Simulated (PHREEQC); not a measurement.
Solution (20 °C): 0.00099 mol H2SO4, 0.057 mol ZnSO4 and 3.2e-05 mol NiSO4 per kg of water. Closed to the air; pH follows from the charge balance.

All values are PHREEQC results (ion-association model, wateq4f.dat), not measurements.

| Property | Result |
|---|---|
| pH | 3.05 |
| ionic strength | 0.121 mol/kgw |
| total alkalinity | -1.98 meq/kg |

```json
[
 {"species": "Zn+2", "molality": "0.0299", "activity": "0.0114", "log γ": "-0.418"},
 {"species": "SO4-2", "molality": "0.0252", "activity": "0.00888", "log γ": "-0.453"},
 {"species": "ZnSO4", "molality": "0.0223", "activity": "0.0229", "log γ": "0.012"},
 {"species": "Zn(SO4)2-2", "molality": "0.00483", "activity": "0.00172", "log γ": "-0.449"},
 {"species": "H+", "molality": "0.00108", "activity": "0.000886", "log γ": "-0.087"},
 {"species": "HSO4-", "molality": "0.000898", "activity": "0.000687", "log γ": "-0.116"},
 {"species": "Ni+2", "molality": "2.03e-5", "activity": "7.23e-6", "log γ": "-0.449"},
 {"species": "NiSO4", "molality": "1.17e-5", "activity": "1.20e-5", "log γ": "0.012"},
 {"species": "Ni(SO4)2-2", "molality": "1.68e-8", "activity": "5.97e-9", "log γ": "-0.449"},
 {"species": "ZnOH+", "molality": "1.24e-8", "activity": "9.61e-9", "log γ": "-0.112"}
]
```

This is a speciation only: nothing precipitates in the calculation. Complexes and solids missing from the database can't appear.
